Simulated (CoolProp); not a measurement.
Properties of CHF3 (R23) along the isobar 1.01 bar (Tc = 299.3 K, pc = 48.32 bar, ω = 0.263).

The numbers come from the reference Helmholtz-energy equation of state, Penoncello 2003 in CoolProp.

| T (K) | phase | Z | expansivity (1/kK) | viscosity (µPa s) |
|---|---|---|---|---|
| 164.6 | liquid | 0.003348 | 2.306 | 499 |
| 172.8 | liquid | 0.003251 | 2.393 | 422 |
| 180.9 | liquid | 0.003168 | 2.493 | 363 |
| 189.1 | liquid | 0.003095 | 2.612 | 315 |
| 197.3 | gas | 0.9634 | 5.950 | 9.80 |
| 205.5 | gas | 0.9695 | 5.524 | 10.2 |
| 213.7 | gas | 0.9741 | 5.187 | 10.7 |
| 221.9 | gas | 0.9777 | 4.909 | 11.1 |

Viscosity comes from a separate model (Shan 2000).
